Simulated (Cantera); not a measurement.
# Gas-phase reforming

An isothermal, constant-pressure homogeneous reactor starts with 58.1 % CH4, 34.9 % CO2, 6.98 % H2, at 1400 K and 6.20 bar.

Cantera simulation using GRI-Mech 3.0 (53 species, 325 reactions); the numbers are that mechanism's predictions, not measurements. GRI-Mech 3.0 stops at C3 and has no aromatics, soot or wall deposition, so with more carbon than oxygen in the feed, carbon stays in small species such as C2H2 where larger ones or solid carbon would form.

| t (s) | x CH4 | x CO2 | x H2 | x C2H | x CH2CO | x H |
|---|---|---|---|---|---|---|
| 5.00e-6 | 0.581 | 0.349 | 0.0698 | <1e-12 | <1e-12 | 9.38e-9 |
| 2.73e-5 | 0.581 | 0.349 | 0.0698 | <1e-12 | <1e-12 | 3.97e-8 |
| 0.000150 | 0.581 | 0.349 | 0.0698 | <1e-12 | <1e-12 | 1.09e-7 |
| 0.000818 | 0.581 | 0.349 | 0.0698 | <1e-12 | 1.58e-11 | 1.22e-7 |
| 0.00447 | 0.580 | 0.349 | 0.0703 | <1e-12 | 6.18e-10 | 1.52e-7 |
| 0.0245 | 0.574 | 0.347 | 0.0737 | <1e-12 | 1.69e-8 | 1.95e-7 |
| 0.134 | 0.539 | 0.334 | 0.0963 | 1.68e-11 | 2.30e-7 | 2.56e-7 |
| 0.731 | 0.407 | 0.259 | 0.158 | 1.03e-10 | 3.11e-6 | 5.08e-7 |
| 4.00 | 0.264 | 0.104 | 0.163 | 2.58e-10 | 1.53e-5 | 7.87e-7 |
x: mole fraction; the columns are a selection and need not sum to one.

Equilibrium at this temperature and pressure: CH4 0.132, CO2 7.32e-5, H2 0.455, C2H 1.88e-12, CH2CO 9.47e-7, H 1.33e-6 (gas phase only).
